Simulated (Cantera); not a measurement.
A closed system holds: 1 mol SiHCl₃, 0.26 mol Cl₂, 370 mol H₂, equilibrated at 1400 °C and 623 Torr.

Equilibrium computed with Cantera from the NASA thermochemical tables; the gas is ideal and each condensed phase is pure. Candidate condensed phases: Si; 19 gas species. Gases not in the tables: Si₂H₆ and higher silanes. The numbers say what is thermodynamically allowed, not how fast it happens.

Base state: H₂ 0.991, HCl 0.00887, SiCl₂ 0.000286, H 0.000125, SiH₂ 1.09e-5 (mole fractions); condensed: Si(s).

What changes in the equilibrium state with this change: temperature from 1400 °C to 627 °C?


```tsv
species	before	after
H₂	0.991	0.996
SiHCl₃	6.69e-7	0.00147
HCl	0.00887	0.00145
H	0.000125	<1e-9
SiCl₄	3.34e-8	0.000756
SiH₂	1.09e-5	<1e-9
Si(s), mol	0.885	0.0624
```
